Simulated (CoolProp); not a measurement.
Values from CoolProp's reference Helmholtz-energy equation of state, Thol 2017.

Q: For octamethyltrisiloxane (MDM), give the phase and the density (kg/m³), isothermal compressibility (1/MPa), expansivity (1/kK), fugacity coefficient at 556.2 K and 101 kPa.

A: 
- 556.2 K and 101 kPa: gas; density 5.30, isothermal compressibility 10.2, expansivity 1.98, fugacity coefficient 0.975
